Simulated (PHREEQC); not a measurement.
Acid mine or pickling water: an equilibrium model

A made-up water analysis in mg/L, 25 °C, pH 2.22, pe 12.6:

```csv
constituent,mg/L
Na,375
K,276
Ca,678
Mg,124
Cl,479
S(6) as SO4,3100
Br,115
Si as SiO2,9.7
Fe(3),2.39
```

Valence states are taken as typed.

The numbers come from PHREEQC with the ion-association model, phreeqc.dat.

Precipitation was switched off in this run.

**Question.** Estimate the ionic strength, specific conductance, charge-balance error.

**Answer.** ionic strength 0.0909 mol/kgw; specific conductance 7660 µS/cm; charge-balance error 0.7 %.

**Question.** In which forms is Ca present?

**Answer.** Ca+2 66 %, CaSO4 33 %, CaHSO4+ 1.7 % of the Ca.

The solution is supersaturated, for example in Gypsum, Hematite (slow to form), so a real one may precipitate; this is no full list. Species that the database lacks are ignored.
